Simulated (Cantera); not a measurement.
Cantera run:

```python
import numpy as np
import cantera as ct

gas_names = """
    C CN C2 CCN CNC C2N2 C3 C4 C4N2 C5 N N2 Ti
""".split()
cond_names = """
    C(gr) Ti(a) Ti(b) Ti(L) TiC(s) TiC(L) TiN(s) TiN(L)
""".split()


# ... load() reads the species with a 1 bar reference pressure and builds the phases ...
atoms = {
    'TiC': {'Ti': 1, 'C': 1},
    'C': {'C': 1},
    'N2': {'N': 2},
}
top_T = {'C(gr)': 4500}  # K; cautious upper limits of use, not melting points


# ... equilibrate(T, P, feed) seeds the gas with the atoms and calls Mixture.equilibrate('TP', solver="vcs", rtol=1e-11, max_steps=5000) ...
results = []
P = 133.322  # Pa
for T in [1500, 1600, 1700, 1800, 1900, 2000, 2100, 2200, 2300, 2400, 2500, 2600, 2700, 2800]:
    for m in [0.007, 0.01, 0.015, 0.022, 0.032, 0.046, 0.067, 0.097, 0.14, 0.21, 0.3]:
        feed = {'TiC': 1, 'C': m, 'N2': 6.9}  # mol
        mix = equilibrate(T, P, feed)
        results.append((T, P, feed, dict(zip(mix.species_names, mix.species_moles))))

for T, P, feed, n in results:
    print(f"{T:7g} {feed['C']:10.4g}  " + (" + ".join(c for c in cond_names if n.get(c, 0) > 1e-12) or "gas only"))
```

Result:

```
   1500      0.007  C(gr) + TiC(s)
   1500       0.01  C(gr) + TiC(s)
   1500      0.015  C(gr) + TiC(s)
   1500      0.022  C(gr) + TiC(s)
   1500      0.032  C(gr) + TiC(s)
   1500      0.046  C(gr) + TiC(s)
   1500      0.067  C(gr) + TiC(s)
   1500      0.097  C(gr) + TiC(s)
   1500       0.14  C(gr) + TiC(s)
   1500       0.21  C(gr) + TiC(s)
   1500        0.3  C(gr) + TiC(s)
   1600      0.007  C(gr) + TiC(s)
   1600       0.01  C(gr) + TiC(s)
   1600      0.015  C(gr) + TiC(s)
   1600      0.022  C(gr) + TiC(s)
   1600      0.032  C(gr) + TiC(s)
   1600      0.046  C(gr) + TiC(s)
   1600      0.067  C(gr) + TiC(s)
   1600      0.097  C(gr) + TiC(s)
   1600       0.14  C(gr) + TiC(s)
   1600       0.21  C(gr) + TiC(s)
   1600        0.3  C(gr) + TiC(s)
   1700      0.007  C(gr) + TiC(s)
   1700       0.01  C(gr) + TiC(s)
   1700      0.015  C(gr) + TiC(s)
   1700      0.022  C(gr) + TiC(s)
   1700      0.032  C(gr) + TiC(s)
   1700      0.046  C(gr) + TiC(s)
   1700      0.067  C(gr) + TiC(s)
   1700      0.097  C(gr) + TiC(s)
   1700       0.14  C(gr) + TiC(s)
   1700       0.21  C(gr) + TiC(s)
   1700        0.3  C(gr) + TiC(s)
   1800      0.007  C(gr) + TiC(s)
   1800       0.01  C(gr) + TiC(s)
   1800      0.015  C(gr) + TiC(s)
   1800      0.022  C(gr) + TiC(s)
   1800      0.032  C(gr) + TiC(s)
   1800      0.046  C(gr) + TiC(s)
   1800      0.067  C(gr) + TiC(s)
   1800      0.097  C(gr) + TiC(s)
   1800       0.14  C(gr) + TiC(s)
   1800       0.21  C(gr) + TiC(s)
   1800        0.3  C(gr) + TiC(s)
   1900      0.007  C(gr) + TiC(s)
   1900       0.01  C(gr) + TiC(s)
   1900      0.015  C(gr) + TiC(s)
   1900      0.022  C(gr) + TiC(s)
   1900      0.032  C(gr) + TiC(s)
   1900      0.046  C(gr) + TiC(s)
   1900      0.067  C(gr) + TiC(s)
   1900      0.097  C(gr) + TiC(s)
   1900       0.14  C(gr) + TiC(s)
   1900       0.21  C(gr) + TiC(s)
   1900        0.3  C(gr) + TiC(s)
   2000      0.007  C(gr) + TiC(s)
   2000       0.01  C(gr) + TiC(s)
   2000      0.015  C(gr) + TiC(s)
   2000      0.022  C(gr) + TiC(s)
   2000      0.032  C(gr) + TiC(s)
   2000      0.046  C(gr) + TiC(s)
   2000      0.067  C(gr) + TiC(s)
   2000      0.097  C(gr) + TiC(s)
   2000       0.14  C(gr) + TiC(s)
   2000       0.21  C(gr) + TiC(s)
   2000        0.3  C(gr) + TiC(s)
   2100      0.007  C(gr) + TiC(s)
   2100       0.01  C(gr) + TiC(s)
   2100      0.015  C(gr) + TiC(s)
   2100      0.022  C(gr) + TiC(s)
   2100      0.032  C(gr) + TiC(s)
   2100      0.046  C(gr) + TiC(s)
   2100      0.067  C(gr) + TiC(s)
   2100      0.097  C(gr) + TiC(s)
   2100       0.14  C(gr) + TiC(s)
   2100       0.21  C(gr) + TiC(s)
   2100        0.3  C(gr) + TiC(s)
   2200      0.007  C(gr) + TiC(s)
   2200       0.01  C(gr) + TiC(s)
   2200      0.015  C(gr) + TiC(s)
   2200      0.022  C(gr) + TiC(s)
   2200      0.032  C(gr) + TiC(s)
   2200      0.046  C(gr) + TiC(s)
   2200      0.067  C(gr) + TiC(s)
   2200      0.097  C(gr) + TiC(s)
   2200       0.14  C(gr) + TiC(s)
   2200       0.21  C(gr) + TiC(s)
   2200        0.3  C(gr) + TiC(s)
   2300      0.007  C(gr) + TiC(s)
   2300       0.01  C(gr) + TiC(s)
   2300      0.015  C(gr) + TiC(s)
   2300      0.022  C(gr) + TiC(s)
   2300      0.032  C(gr) + TiC(s)
   2300      0.046  C(gr) + TiC(s)
   2300      0.067  C(gr) + TiC(s)
   2300      0.097  C(gr) + TiC(s)
   2300       0.14  C(gr) + TiC(s)
   2300       0.21  C(gr) + TiC(s)
   2300        0.3  C(gr) + TiC(s)
   2400      0.007  TiC(s)
   2400       0.01  C(gr) + TiC(s)
   2400      0.015  C(gr) + TiC(s)
   2400      0.022  C(gr) + TiC(s)
   2400      0.032  C(gr) + TiC(s)
   2400      0.046  C(gr) + TiC(s)
   2400      0.067  C(gr) + TiC(s)
   2400      0.097  C(gr) + TiC(s)
   2400       0.14  C(gr) + TiC(s)
   2400       0.21  C(gr) + TiC(s)
   2400        0.3  C(gr) + TiC(s)
   2500      0.007  TiC(s)
   2500       0.01  TiC(s)
   2500      0.015  TiC(s)
   2500      0.022  C(gr) + TiC(s)
   2500      0.032  C(gr) + TiC(s)
   2500      0.046  C(gr) + TiC(s)
   2500      0.067  C(gr) + TiC(s)
   2500      0.097  C(gr) + TiC(s)
   2500       0.14  C(gr) + TiC(s)
   2500       0.21  C(gr) + TiC(s)
   2500        0.3  C(gr) + TiC(s)
   2600      0.007  TiC(s)
   2600       0.01  TiC(s)
   2600      0.015  TiC(s)
   2600      0.022  TiC(s)
   2600      0.032  TiC(s)
   2600      0.046  TiC(s)
   2600      0.067  C(gr) + TiC(s)
   2600      0.097  C(gr) + TiC(s)
   2600       0.14  C(gr) + TiC(s)
   2600       0.21  C(gr) + TiC(s)
   2600        0.3  C(gr) + TiC(s)
   2700      0.007  TiC(s)
   2700       0.01  TiC(s)
   2700      0.015  TiC(s)
   2700      0.022  TiC(s)
   2700      0.032  TiC(s)
   2700      0.046  TiC(s)
   2700      0.067  TiC(s)
   2700      0.097  TiC(s)
   2700       0.14  TiC(s)
   2700       0.21  C(gr) + TiC(s)
   2700        0.3  C(gr) + TiC(s)
   2800      0.007  TiC(s)
   2800       0.01  TiC(s)
   2800      0.015  TiC(s)
   2800      0.022  TiC(s)
   2800      0.032  TiC(s)
   2800      0.046  TiC(s)
   2800      0.067  TiC(s)
   2800      0.097  TiC(s)
   2800       0.14  TiC(s)
   2800       0.21  TiC(s)
   2800        0.3  TiC(s)
```

Method: chemical equilibrium by Gibbs-energy minimisation in Cantera with the NASA 1993 tables (ideal gas, pure condensed phases). TiC: taken at fixed stoichiometry.
